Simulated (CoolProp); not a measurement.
Values from CoolProp's reference Helmholtz-energy equation of state, Gao 2022.

Task: For n-perfluorohexane, give the phase and the cp (kJ/(kg K)), cv (kJ/(kg K)), speed of sound (m/s), expansivity (1/kK) at 240.9 K and 0.0138 MPa; 240.9 K and 0.138 MPa; 240.9 K and 0.435 MPa.

Result: 
- 240.9 K and 0.0138 MPa: liquid; cp 0.957, cv 0.765, speed of sound 666, expansivity 1.50
- 240.9 K and 0.138 MPa: liquid; cp 0.957, cv 0.765, speed of sound 667, expansivity 1.50
- 240.9 K and 0.435 MPa: liquid; cp 0.957, cv 0.765, speed of sound 668, expansivity 1.50
